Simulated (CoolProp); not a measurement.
R21 along the isobar 6.52 MPa: Z from the reference equation and from simpler models built on Tc = 452.7 K, pc = 5.289 MPa, ω = 0.206; each cubic takes its own stable root.

Model: reference Helmholtz-energy equation of state, Platzer 1990, in CoolProp. This equation is an older, rougher fit; its heat capacities, sound speeds and derivatives of the liquid may be far off and weren't checked against measurements.

```json
[
 {"T (K)": "328.8", "phase": "liquid", "reference": "0.1872", "van der Waals": "0.2916", "Redlich-Kwong": "0.2051", "Soave-Redlich-Kwong": "0.1996", "Peng-Robinson": "0.1767"},
 {"T (K)": "338.5", "phase": "liquid", "reference": "0.1853", "van der Waals": "0.2879", "Redlich-Kwong": "0.2037", "Soave-Redlich-Kwong": "0.1980", "Peng-Robinson": "0.1752"},
 {"T (K)": "348.1", "phase": "liquid", "reference": "0.1838", "van der Waals": "0.2849", "Redlich-Kwong": "0.2027", "Soave-Redlich-Kwong": "0.1968", "Peng-Robinson": "0.1742"},
 {"T (K)": "357.7", "phase": "liquid", "reference": "0.1826", "van der Waals": "0.2824", "Redlich-Kwong": "0.2022", "Soave-Redlich-Kwong": "0.1962", "Peng-Robinson": "0.1736"},
 {"T (K)": "367.3", "phase": "liquid", "reference": "0.1818", "van der Waals": "0.2805", "Redlich-Kwong": "0.2023", "Soave-Redlich-Kwong": "0.1962", "Peng-Robinson": "0.1736"},
 {"T (K)": "376.9", "phase": "liquid", "reference": "0.1815", "van der Waals": "0.2792", "Redlich-Kwong": "0.2030", "Soave-Redlich-Kwong": "0.1968", "Peng-Robinson": "0.1741"},
 {"T (K)": "386.5", "phase": "liquid", "reference": "0.1816", "van der Waals": "0.2786", "Redlich-Kwong": "0.2043", "Soave-Redlich-Kwong": "0.1981", "Peng-Robinson": "0.1754"},
 {"T (K)": "396.1", "phase": "liquid", "reference": "0.1823", "van der Waals": "0.2788", "Redlich-Kwong": "0.2065", "Soave-Redlich-Kwong": "0.2003", "Peng-Robinson": "0.1774"},
 {"T (K)": "405.7", "phase": "liquid", "reference": "0.1837", "van der Waals": "0.2798", "Redlich-Kwong": "0.2096", "Soave-Redlich-Kwong": "0.2035", "Peng-Robinson": "0.1805"},
 {"T (K)": "415.3", "phase": "liquid", "reference": "0.1860", "van der Waals": "0.2820", "Redlich-Kwong": "0.2141", "Soave-Redlich-Kwong": "0.2082", "Peng-Robinson": "0.1849"},
 {"T (K)": "424.9", "phase": "liquid", "reference": "0.1895", "van der Waals": "0.2855", "Redlich-Kwong": "0.2203", "Soave-Redlich-Kwong": "0.2148", "Peng-Robinson": "0.1911"},
 {"T (K)": "434.6", "phase": "liquid", "reference": "0.1949", "van der Waals": "0.2910", "Redlich-Kwong": "0.2292", "Soave-Redlich-Kwong": "0.2244", "Peng-Robinson": "0.2004"},
 {"T (K)": "444.2", "phase": "liquid", "reference": "0.2037", "van der Waals": "0.2993", "Redlich-Kwong": "0.2422", "Soave-Redlich-Kwong": "0.2390", "Peng-Robinson": "0.2145"},
 {"T (K)": "453.8", "phase": "supercritical", "reference": "0.2203", "van der Waals": "0.3122", "Redlich-Kwong": "0.2634", "Soave-Redlich-Kwong": "0.2640", "Peng-Robinson": "0.2390"},
 {"T (K)": "463.4", "phase": "supercritical", "reference": "0.2714", "van der Waals": "0.3344", "Redlich-Kwong": "0.3059", "Soave-Redlich-Kwong": "0.3212", "Peng-Robinson": "0.2967"},
 {"T (K)": "473", "phase": "supercritical", "reference": "0.4145", "van der Waals": "0.3813", "Redlich-Kwong": "0.4103", "Soave-Redlich-Kwong": "0.4510", "Peng-Robinson": "0.4240"}
]
```
